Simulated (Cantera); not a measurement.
A perfectly stirred reactor is fed with 34.7 % H2, 34.7 % O2, 30.6 % N2, equivalence ratio 0.50, at 19000 Pa; it is held at 1250 K, and followed from long to short residence time.

Detailed kinetics in Cantera: the H2/O2 subset of GRI-Mech 3.0, which has no nitrogen chemistry. The temperature is held fixed by assumption; the heat of reaction is taken as removed at once.

x: mole fraction; the columns are a selection and need not sum to one.

| τ (s) | x H2 | x O2 | x H2O2 | x OH | x H | x H2O |
|---|---|---|---|---|---|---|
| 0.68 | 0.000328 | 0.210 | ? | 0.000625 | 1.82e-5 | 0.419 |
| 0.23 | 0.000673 | 0.210 | ? | 0.000898 | 5.42e-5 | 0.419 |
| 0.079 | 0.00135 | 0.210 | ? | 0.00129 | 0.000159 | 0.418 |
| 0.027 | 0.00268 | 0.210 | ? | 0.00187 | 0.000464 | 0.415 |
| 0.0092 | 0.00523 | 0.210 | ? | 0.00273 | 0.00135 | 0.411 |
| 0.0031 | 0.0101 | 0.211 | ? | 0.00402 | 0.00390 | 0.402 |
| 0.0011 | 0.0183 | 0.212 | 6.29e-6 | 0.00576 | 0.0104 | 0.385 |
| 0.00036 | 0.0337 | 0.215 | 6.40e-6 | 0.00820 | 0.0275 | 0.349 |
| 0.00012 | 0.0586 | 0.222 | ? | 0.0107 | 0.0598 | 0.289 |

### Question
Fill in the missing entries.

### Answer

- 0.68, x H2O2: 1.00e-6
- 0.23, x H2O2: 1.54e-6
- 0.079, x H2O2: 2.28e-6
- 0.027, x H2O2: 3.24e-6
- 0.0092, x H2O2: 4.36e-6
- 0.0031, x H2O2: 5.49e-6
- 0.00012, x H2O2: 5.64e-6
